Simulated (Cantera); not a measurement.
An isothermal, constant-pressure homogeneous reactor starts with NO : N₂ = 0.79 : 0.2 (molar parts), at 1775 K and 33.0 Torr.

Cantera simulation using GRI-Mech 3.0 (53 species, 325 reactions); the numbers are that mechanism's predictions, not measurements. Radical loss at walls, strong at low pressure, is not modelled.

Predict: x(NO) at 200 s; x(N₂O) at 200 s; x(O) at 200 s; x(O₂) at 200 s; x(N₂) at 200 s; x(NO₂) at 200 s.


```
Item                                                 Value
---------------  -----------------------------------------
x(NO) at 200 s      0.0761 (gas-phase equilibrium 0.00459)
x(N₂O) at 200 s    1.67e-6 (gas-phase equilibrium 4.84e-8)
x(O) at 200 s    0.000277 (gas-phase equilibrium 0.000289)
x(O₂) at 200 s         0.361 (gas-phase equilibrium 0.396)
x(N₂) at 200 s         0.563 (gas-phase equilibrium 0.599)
x(NO₂) at 200 s    5.51e-5 (gas-phase equilibrium 3.49e-6)
```
